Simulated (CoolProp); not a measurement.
Vapour-liquid equilibrium of n-heptane (1) + o-xylene (2) at 362.7 K; x and y are mole fractions of (1).

Computed with CoolProp (multi-fluid Helmholtz-energy mixture model, Span 2003 and Zhou 2012; pair parameters Bell 2016).

Give the bubble pressure and the first vapour's composition at x = 0.425, 0.5, 0.8. Is there an azeotrope?

x = 0.425: 0.04775 MPa, y = 0.759; x = 0.5: 0.05180 MPa, y = 0.801; x = 0.8: 0.06717 MPa, y = 0.929. No azeotrope shows between x = 0.05 and 0.95.

The pair parameters rest on a limited set of measurements; away from them the model extrapolates.
